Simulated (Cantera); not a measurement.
Feed: 1 mol CCl₄, 1.3 mol Si, 1 mol H₂, at 50.0 Pa.

Method: chemical equilibrium by Gibbs-energy minimisation in Cantera with the NASA 1993 tables (ideal gas, pure condensed phases). Candidate condensed phases: C, C₆H₆, C₇H₈, C₈H₁₈, Si, SiC; 123 gas species. Ions and electrons are included (thermal ionisation). The tables' values for SiCl are old estimates; treat these amounts as uncertain. Equilibrium is a limit: real reactors are often held back by kinetics, nucleation or transport.

Q: At 2500 K, list the 6 most abundant gas species with their mole fractions, and the condensed phases.

A: Cl 0.505, H 0.171, Si 0.146, HCl 0.0965, SiC₂ 0.0377, H₂ 0.0231. Condensed: C(graphite).
